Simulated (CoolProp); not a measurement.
A single-stage vapour-compression cycle with the fluid: evaporating at 209.15 K (dew point), condensing at 253.15 K (bubble point), superheat 10 K, subcooling 8 K, compressor efficiency 0.9, no pressure losses. The same conditions are run with several fluids, on thermodynamics alone (safety and materials aside).

Model: reference Helmholtz-energy equation of state of each fluid (ammonia: Gao 2020; R404A: Lemmon 2003; R410A: Lemmon 2003; dimethyl ether: Wu 2011; R13: Platzer 1990; nitrous oxide: Lemmon 2006), in CoolProp. The equations of Platzer and Polt are older, rougher fits. Blends and air are pseudo-pure fits.

```tsv
fluid	cooling COP	pressure ratio	discharge temperature (K)	refrigerating effect (kJ/kg)	volumetric capacity (kJ/m³)
ammonia	3.39	11.4	403.2	1320	207
R404A	3.66	8.15	285.4	174	358
R410A	3.66	7.87	310.9	241	500
dimethyl ether	3.76	9.87	308.9	441	141
R13	3.55	4.84	284.4	111	1600
nitrous oxide	3.44	4.99	327.3	288	2650
```
